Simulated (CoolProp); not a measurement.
Vapour-liquid equilibrium of R22 (1) + n-hexane (2) at 106 kPa; x and y are mole fractions of (1).

Values from CoolProp's multi-fluid Helmholtz-energy mixture model, Kamei 1995 and Thol 2019; pair parameters Bell 2016.

```csv
x,"bubble temperature, mixture model (K)","bubble temperature, Raoult's law (K)","y, mixture model","y, Raoult's law"
0.05,303.4,311.2,0.766,0.690
0.2,261.0,273.6,0.975,0.953
0.35,248.6,258.3,0.990,0.984
0.5,243.1,249.3,0.994,0.993
0.65,239.9,243.0,0.996,0.997
0.8,237.2,238.2,0.998,0.999
0.95,234.4,234.4,0.999,1.000
```

The largest gap from Raoult's law is -12.6 K in bubble temperature, at x = 0.2. No azeotrope shows between x = 0.05 and 0.95.

Pair parameters are fitted to limited data, so mixtures are less certain than the pure fluids. With so large a gap from Raoult's law the liquid may split in two, which this calculation doesn't test in full.
